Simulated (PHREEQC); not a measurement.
Acid rinse or clean

Make-up at 25 °C: 0.0085 mol/kgw HBr, 0.082 mol/kgw FeCl3 and 0.05 mol/kgw MgCl2. Closed to the air; pH follows from the charge balance.

Model: ion-association model, phreeqc.dat, run in PHREEQC.

Precipitation was switched off in this run.

Predict the pH, activity of water, ionic strength.

pH 1.86; activity of water 0.993; ionic strength 0.458 mol/kgw.

In which forms is Fe present?

FeCl+2 52 %, Fe+3 23 %, FeCl2+ 14 %, Fe2(OH)2+4 6.2 %, FeOH+2 4.4 %, Fe3(OH)4+5 0.6 % of the Fe.

The solution is supersaturated, for example in Hematite (slow to form), Goethite (slow to form), so a real one may precipitate; this is no full list. Species that the database lacks are ignored.
